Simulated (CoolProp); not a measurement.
Aqueous potassium acetate as a coolant, at 33 °C, 1 atm.

Model: Melinder's fits for secondary coolants, in CoolProp.

```tsv
mass %	freezing point (°C)	cp (kJ/(kg K))	viscosity (mPa s)	Prandtl number	density (kg/m³)
1.8	-0.6	4.111	0.783	5.25	1006
7.5	-3.2	3.913	0.903	5.96	1035
13.3	-6.4	3.729	1.05	6.84	1062
19	-10.4	3.561	1.22	7.86	1091
24.7	-15.9	3.401	1.44	9.14	1122
30.5	-23.9	3.244	1.73	10.9	1155
36.2	-34.3	3.093	2.12	13.2	1187
```
